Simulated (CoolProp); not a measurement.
Vapour-liquid equilibrium of acetone (1) + water (2) at 122.65 °C; x and y are mole fractions of (1).

Computed with CoolProp (multi-fluid Helmholtz-energy mixture model, Lemmon 2006 and Wagner 2002; pair parameters Bell 2016).

| x | bubble pressure (kPa) | y at the bubble point | dew pressure at overall composition x (kPa) | liquid density (mol/L) |
|---|---|---|---|---|
| 0.05 | 315.1 | 0.338 | 226.5 | 46.50 |
| 0.2 | 477.3 | 0.601 | 265.6 | 34.19 |
| 0.35 | [?] | 0.669 | 320.3 | 26.30 |
| 0.5 | 568.1 | 0.711 | [?] | 20.90 |
| 0.65 | 596.3 | 0.764 | 520.2 | 17.04 |
| 0.8 | 621.7 | 0.843 | [?] | 14.18 |
| 0.95 | [?] | 0.955 | 638.6 | 12.01 |

Q: Fill in the missing entries.

A: 
- 0.35, bubble pressure (kPa): 536.2
- 0.5, dew pressure at overall composition x (kPa): 400.9
- 0.8, dew pressure at overall composition x (kPa): 609.7
- 0.95, bubble pressure (kPa): 639.1

No azeotrope shows between x = 0.05 and 0.95.

Pair parameters are fitted to limited data, so mixtures are less certain than the pure fluids. With so large a gap from Raoult's law the liquid may split in two, which this calculation doesn't test in full.
